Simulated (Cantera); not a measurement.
# Premixed flame

A freely propagating, adiabatic, planar premixed flame of CH4 : O2 : N2 : CO2 = 1 : 2.33 : 8.37 : 0.31 (molar parts), unburnt at 675 K and 100.0 Torr; multicomponent+Soret transport, grid criteria slope 0.08 and curve 0.16, no radiation.

Model: GRI-Mech 3.0 (53 species, 325 reactions), integrated in Cantera. Burning velocities carry a grid error of a few per cent, more on coarse grids.

```json
[
 {"z (mm)": "-6.11", "T (K)": "675", "u (m/s)": "2.04", "x CH4": "0.0832", "x O2": "0.194", "x CO2": "0.0258", "x CH2O": "1.47e-7", "x C2H": "<1e-8", "x CH2": "<1e-8"},
 {"z (mm)": "-4.07", "T (K)": "676", "u (m/s)": "2.04", "x CH4": "0.0830", "x O2": "0.194", "x CO2": "0.0258", "x CH2O": "2.90e-6", "x C2H": "<1e-8", "x CH2": "<1e-8"},
 {"z (mm)": "-3.05", "T (K)": "680", "u (m/s)": "2.06", "x CH4": "0.0825", "x O2": "0.193", "x CO2": "0.0258", "x CH2O": "1.43e-5", "x C2H": "<1e-8", "x CH2": "<1e-8"},
 {"z (mm)": "-2.04", "T (K)": "712", "u (m/s)": "2.16", "x CH4": "0.0795", "x O2": "0.191", "x CO2": "0.0259", "x CH2O": "7.32e-5", "x C2H": "<1e-8", "x CH2": "1.27e-8"},
 {"z (mm)": "-1.02", "T (K)": "963", "u (m/s)": "2.96", "x CH4": "0.0607", "x O2": "0.170", "x CO2": "0.0278", "x CH2O": "0.000476", "x C2H": "<1e-8", "x CH2": "9.30e-7"},
 {"z (mm)": "-0.509", "T (K)": "1302", "u (m/s)": "4.05", "x CH4": "0.0351", "x O2": "0.135", "x CO2": "0.0318", "x CH2O": "0.00102", "x C2H": "<1e-8", "x CH2": "1.65e-5"},
 {"z (mm)": "0", "T (K)": "1650", "u (m/s)": "5.19", "x CH4": "0.00967", "x O2": "0.0905", "x CO2": "0.0392", "x CH2O": "0.000814", "x C2H": "8.80e-8", "x CH2": "4.93e-5"},
 {"z (mm)": "0.509", "T (K)": "1795", "u (m/s)": "5.68", "x CH4": "0.00103", "x O2": "0.0629", "x CO2": "0.0488", "x CH2O": "0.000166", "x C2H": "5.99e-8", "x CH2": "1.32e-5"},
 {"z (mm)": "1.02", "T (K)": "1825", "u (m/s)": "5.77", "x CH4": "5.97e-5", "x O2": "0.0523", "x CO2": "0.0572", "x CH2O": "1.14e-5", "x C2H": "<1e-8", "x CH2": "8.63e-7"},
 {"z (mm)": "2.04", "T (K)": "1846", "u (m/s)": "5.81", "x CH4": "2.07e-7", "x O2": "0.0466", "x CO2": "0.0674", "x CH2O": "4.10e-8", "x C2H": "<1e-8", "x CH2": "<1e-8"},
 {"z (mm)": "4.07", "T (K)": "1872", "u (m/s)": "5.87", "x CH4": "<1e-8", "x O2": "0.0441", "x CO2": "0.0742", "x CH2O": "<1e-8", "x C2H": "<1e-8", "x CH2": "<1e-8"},
 {"z (mm)": "8.14", "T (K)": "1907", "u (m/s)": "5.97", "x CH4": "<1e-8", "x O2": "0.0429", "x CO2": "0.0766", "x CH2O": "<1e-8", "x C2H": "<1e-8", "x CH2": "<1e-8"},
 {"z (mm)": "16.3", "T (K)": "1961", "u (m/s)": "6.11", "x CH4": "<1e-8", "x O2": "0.0415", "x CO2": "0.0787", "x CH2O": "<1e-8", "x C2H": "<1e-8", "x CH2": "<1e-8"}
]
```
x: mole fraction of selected species; z is measured from the peak of heat release.

| Quantity | Result |
|---|---|
| laminar burning velocity | 204 cm/s |
| thermal thickness | 2.04 mm |
| peak x(CH2O) | 0.00108 |
| peak x(C2H) | 1.18e-7 |
| peak x(CH2) | 4.95e-5 |
| grid points | 155 |
